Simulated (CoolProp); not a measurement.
R1336mzz(Z) along the isotherm 156.15 °C: Z from the reference equation and from simpler models built on Tc = 171.3 °C, pc = 2904 kPa, ω = 0.386; each cubic takes its own stable root.

The numbers come from the reference Helmholtz-energy equation of state, McLinden 2020 in CoolProp.

| p (kPa) | phase | reference |
|---|---|---|
| 484 | gas | 0.9292 |
| 968 | gas | 0.8495 |
| 1450 | gas | 0.7565 |
| 1940 | gas | 0.6337 |
| 2420 | liquid | 0.1284 |
| 2900 | liquid | 0.1490 |
| 3390 | liquid | 0.1702 |
| 3870 | liquid | 0.1909 |
| 4360 | liquid | 0.2117 |

**Question.** How far does each simpler model (van der Waals, Redlich-Kwong, Soave-Redlich-Kwong, Peng-Robinson) lie from the reference over these 9 states: mean and median of the absolute difference, and the worst?

**Answer.** 
- van der Waals: mean 70.4 %, median 60.3 %, worst +348.6 % at 156.15 °C and 2420 kPa
- Redlich-Kwong: mean 19.5 %, median 27.0 %, worst +42.5 % at 156.15 °C and 2420 kPa
- Soave-Redlich-Kwong: mean 15.7 %, median 23.5 %, worst +31.5 % at 156.15 °C and 2420 kPa
- Peng-Robinson: mean 7.5 %, median 10.3 %, worst +17.1 % at 156.15 °C and 2420 kPa

At some of these states van der Waals gives the other phase, because its saturation line lies elsewhere.
